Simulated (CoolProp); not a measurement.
Computed with CoolProp (reference Helmholtz-energy equation of state, Tillner-Roth 1997).

Q: For CH2F2 (R32), give the phase and the density (kg/m³), conductivity (mW/(m K)), fugacity coefficient at 193.7 K and 4.82 bar.

A: 
- 193.7 K and 4.82 bar: liquid; density 1290, conductivity 212, fugacity coefficient 0.0401

Thermal conductivity comes from a separate model (Huber 2003), an estimate that may be off by 10 % or more.
